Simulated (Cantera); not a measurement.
Hydrogen reduction and annealing atmospheres: Al₂O₃ + H₂ + H₂O

Feed: 1 mol Al₂O₃, 15 mol H₂, 3 mol H₂O, held at 1.33 mbar.

Cantera equilibrium calculation (NASA polynomials, part measured and part estimated; ideal gas, pure solids and liquids). Candidate condensed phases: Al, Al₂O₃, H₂O; 19 gas species. The tables' values for AlOH are old estimates; treat these amounts as uncertain. Equilibrium is a limit: real reactors are often held back by kinetics, nucleation or transport.

```json
[
 {"T (K)": "1548", "x H₂": "0.833", "x H₂O": "0.167", "x H": "0.000770", "x OH": "5.14e-6", "x O": "4.04e-9", "x AlOH": "4.67e-10", "x AlO₂H": "6.78e-10", "n Al₂O₃(s)": "1.00"},
 {"T (K)": "1598", "x H₂": "0.832", "x H₂O": "0.167", "x H": "0.00133", "x OH": "1.04e-5", "x O": "1.38e-8", "x AlOH": "1.61e-9", "x AlO₂H": "2.20e-9", "n Al₂O₃(s)": "1.00"},
 {"T (K)": "1648", "x H₂": "0.831", "x H₂O": "0.166", "x H": "0.00222", "x OH": "2.00e-5", "x O": "4.37e-8", "x AlOH": "5.11e-9", "x AlO₂H": "6.64e-9", "n Al₂O₃(s)": "1.00"},
 {"T (K)": "1698", "x H₂": "0.830", "x H₂O": "0.166", "x H": "0.00361", "x OH": "3.72e-5", "x O": "1.29e-7", "x AlOH": "1.52e-8", "x AlO₂H": "1.87e-8", "n Al₂O₃(s)": "1.00"},
 {"T (K)": "1748", "x H₂": "0.828", "x H₂O": "0.166", "x H": "0.00569", "x OH": "6.66e-5", "x O": "3.61e-7", "x AlOH": "4.21e-8", "x AlO₂H": "4.97e-8", "n Al₂O₃(s)": "1.000"},
 {"T (K)": "1798", "x H₂": "0.825", "x H₂O": "0.166", "x H": "0.00876", "x OH": "0.000116", "x O": "9.51e-7", "x AlOH": "1.10e-7", "x AlO₂H": "1.25e-7", "n Al₂O₃(s)": "1.000"},
 {"T (K)": "1848", "x H₂": "0.821", "x H₂O": "0.165", "x H": "0.0132", "x OH": "0.000195", "x O": "2.38e-6", "x AlOH": "2.73e-7", "x AlO₂H": "2.98e-7", "n Al₂O₃(s)": "1.000"},
 {"T (K)": "1898", "x H₂": "0.816", "x H₂O": "0.165", "x H": "0.0193", "x OH": "0.000319", "x O": "5.69e-6", "x AlOH": "6.44e-7", "x AlO₂H": "6.76e-7", "n Al₂O₃(s)": "1.000"},
 {"T (K)": "1948", "x H₂": "0.808", "x H₂O": "0.164", "x H": "0.0278", "x OH": "0.000510", "x O": "1.30e-5", "x AlOH": "1.45e-6", "x AlO₂H": "1.47e-6", "n Al₂O₃(s)": "1.000"},
 {"T (K)": "1998", "x H₂": "0.797", "x H₂O": "0.162", "x H": "0.0392", "x OH": "0.000795", "x O": "2.86e-5", "x AlOH": "3.10e-6", "x AlO₂H": "3.07e-6", "n Al₂O₃(s)": "1.000"},
 {"T (K)": "2048", "x H₂": "0.784", "x H₂O": "0.161", "x H": "0.0543", "x OH": "0.00121", "x O": "6.07e-5", "x AlOH": "6.39e-6", "x AlO₂H": "6.16e-6", "n Al₂O₃(s)": "1.000"},
 {"T (K)": "2098", "x H₂": "0.766", "x H₂O": "0.158", "x H": "0.0738", "x OH": "0.00181", "x O": "0.000124", "x AlOH": "1.26e-5", "x AlO₂H": "1.19e-5", "n Al₂O₃(s)": "1.000"},
 {"T (K)": "2148", "x H₂": "0.743", "x H₂O": "0.155", "x H": "0.0984", "x OH": "0.00265", "x O": "0.000247", "x AlOH": "2.41e-5", "x AlO₂H": "2.23e-5", "n Al₂O₃(s)": "0.999"}
]
```
x: gas mole fraction; n: condensed amount in mol.

From 1548 K to 2148 K the condensed part is Al₂O₃(s).
